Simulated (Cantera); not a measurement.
Mixture: CO : H2 : O2 : N2 : H2O = 1 : 0.8 : 1.15 : 4.34 : 1.6 (molar parts), at 12.0 bar, adiabatic and at constant pressure. Ignition delay is the time to a rise of 400 K.

Computed with Cantera and GRI-Mech 3.0 (53 species, 325 reactions). The hydrogen kinetics of GRI-Mech 3.0 are dated; newer H2 mechanisms differ, most at raised pressure. The pressure lies above the range GRI-Mech 3.0 was tuned for (to about 10 atm).

**Question.** What does this change do: constant volume in place of constant pressure?

**Answer.** 
```csv
quantity,before,after
delay at 1250 K,0.102 ms,95.0 µs
delay at 1300 K,46.8 µs,43.8 µs
delay at 1350 K,21.9 µs,20.6 µs
delay at 1400 K,10.8 µs,10.2 µs
delay at 1450 K,5.99 µs,5.63 µs
delay at 1500 K,3.85 µs,3.59 µs
delay at 1550 K,2.77 µs,2.56 µs
apparent activation energy between 1450 and 1550 K,140 kJ/mol,150 kJ/mol
```

**Question.** What does this change do: pressure from 12.0 bar to 1.00 bar?

**Answer.** 
| quantity | before | after |
|---|---|---|
| delay at 1250 K | 0.102 ms | 71.1 µs |
| delay at 1300 K | 46.8 µs | 57.3 µs |
| delay at 1350 K | 21.9 µs | 48.5 µs |
| delay at 1400 K | 10.8 µs | 42.6 µs |
| delay at 1450 K | 5.99 µs | 38.6 µs |
| delay at 1500 K | 3.85 µs | 35.9 µs |
| delay at 1550 K | 2.77 µs | 34.2 µs |
Where the delays flatten at high temperature, the 400 K rule measures the pace of heat release, not the induction time.
